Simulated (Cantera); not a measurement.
Feed: 1 mol SiHCl3, 35 mol N2, held at 10000 Pa.

These are equilibrium values from Cantera (NASA tables, ideal gas, pure condensed phases), not measurements of a reactor. Candidate condensed phases: NH4Cl, Si, Si3N4; 28 gas species. N2 is the only nitrogen source here; it is nearly inert below about 1500 K, so the nitride shown seldom forms there in practice. The tables' values for SiCl3 are old estimates; treat these amounts as uncertain. The numbers say what is thermodynamically allowed, not how fast it happens. All values below are at 875 °C.

Base state: N2 0.959, HCl 0.0247, SiCl4 0.0145, H2 0.00149, SiCl3 0.000130, SiHCl3 1.75e-5, SiCl2 1.30e-5 (mole fractions); condensed: Si3N4(s).

Question: What changes in the equilibrium state with this change: SiHCl3 replaced by Si2Cl6?

Answer: 
```json
[
 {"species": "N2", "before": "0.959", "after": "0.958"},
 {"species": "SiCl4", "before": "0.0145", "after": "0.0412"},
 {"species": "SiCl3", "before": "0.000130", "after": "0.000286"},
 {"species": "HCl", "before": "0.0247", "after": "0"},
 {"species": "H2", "before": "0.00149", "after": "0"},
 {"species": "SiHCl3", "before": "1.75e-5", "after": "0"},
 {"species": "SiCl2", "before": "1.30e-5", "after": "2.19e-5"},
 {"species": "Si3N4(s), mol", "before": "0.157", "after": "0.166"}
]
```
The feed counts by its element totals alone.
